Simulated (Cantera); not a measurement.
**Moist CO burnout**

A perfectly stirred reactor is fed with 0.328 % CO, 0.357 % O2, 0.0437 % H2O, 99.3 % N2, equivalence ratio 0.46, at 1.60 bar; it is held at 1300 K, and followed from long to short residence time.

Computed with Cantera and GRI-Mech 3.0 (53 species, 325 reactions).

```json
[
 {"τ (s)": "1.3", "x CO": "0.000112", "x O2": "0.00199", "x H2O": "0.000433", "x HO2": "2.26e-7", "x NO2": "1.31e-8"},
 {"τ (s)": "0.54", "x CO": "0.000201", "x O2": "0.00203", "x H2O": "0.000431", "x HO2": "3.13e-7", "x NO2": "7.71e-9"},
 {"τ (s)": "0.23", "x CO": "0.000349", "x O2": "0.00210", "x H2O": "0.000428", "x HO2": "4.07e-7", "x NO2": "4.31e-9"},
 {"τ (s)": "0.098", "x CO": "0.000589", "x O2": "0.00222", "x H2O": "0.000423", "x HO2": "5.08e-7", "x NO2": "2.40e-9"},
 {"τ (s)": "0.042", "x CO": "0.000955", "x O2": "0.00239", "x H2O": "0.000417", "x HO2": "6.12e-7", "x NO2": "1.38e-9"},
 {"τ (s)": "0.018", "x CO": "0.00147", "x O2": "0.00264", "x H2O": "0.000411", "x HO2": "7.15e-7", "x NO2": "8.01e-10"},
 {"τ (s)": "0.0076", "x CO": "0.00210", "x O2": "0.00294", "x H2O": "0.000407", "x HO2": "8.03e-7", "x NO2": "4.06e-10"},
 {"τ (s)": "0.0032", "x CO": "0.00271", "x O2": "0.00324", "x H2O": "0.000411", "x HO2": "8.29e-7", "x NO2": "1.36e-10"}
]
```
x: mole fraction; the columns are a selection and need not sum to one.
